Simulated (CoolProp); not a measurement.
Vapour-liquid equilibrium of hydrogen sulfide (1) + n-butane (2) at 925 kPa; x and y are mole fractions of (1).

Computed with CoolProp (multi-fluid Helmholtz-energy mixture model, Lemmon 2006 and Bücker 2006; pair parameters Kunz 2012).

```csv
x,"bubble temperature, mixture model (K)","bubble temperature, Raoult's law (K)","y, mixture model","y, Raoult's law"
0.05,335.3,338.2,0.266,0.260
0.2,305.2,315.4,0.693,0.651
0.35,290.0,300.8,0.829,0.814
0.5,282.1,290.4,0.886,0.897
0.65,277.3,282.5,0.919,0.945
0.8,273.8,276.2,0.947,0.975
0.95,270.6,271.0,0.982,0.995
```

The largest gap from Raoult's law is -10.8 K in bubble temperature, at x = 0.35. No azeotrope shows between x = 0.05 and 0.95.

Pair parameters are fitted to limited data, so mixtures are less certain than the pure fluids.
